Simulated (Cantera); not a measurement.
# Transport properties of process gases

Gas mixture: 100 % H2, at 0.323 Torr, frozen composition.

Cantera's kinetic-theory transport with the Lennard-Jones parameters of GRI-Mech 3.0, ideal gas; thermal conductivity in the mixture-averaged form.

| T (K) | ρ (kg/m³) | cp (J/kg/K) | μ (µPa s) | λ (mW/m/K) | Pr | D (cm²/s) NO | D (cm²/s) H2 | D (cm²/s) H |
|---|---|---|---|---|---|---|---|---|
| 400 | 2.61e-5 | 14520 | 10.9 | 229 | 0.689 | 2980 | 0.000 | 8340 |
| 500 | 2.09e-5 | 14530 | 12.6 | 265 | 0.689 | 4340 | 0.000 | 12200 |
| 600 | 1.74e-5 | 14510 | 14.1 | 298 | 0.688 | 5890 | 0.000 | 16500 |
| 700 | 1.49e-5 | 14560 | 15.6 | 331 | 0.687 | 7610 | 0.000 | 21400 |
| 800 | 1.30e-5 | 14690 | 17.0 | 363 | 0.689 | 9500 | 0.000 | 26700 |
| 900 | 1.16e-5 | 14870 | 18.4 | 396 | 0.691 | 11600 | 0.000 | 32500 |
| 1000 | 1.04e-5 | 14960 | 19.7 | 428 | 0.687 | 13800 | 0.000 | 38700 |
D: mixture-averaged diffusion coefficient of that species in the mixture.
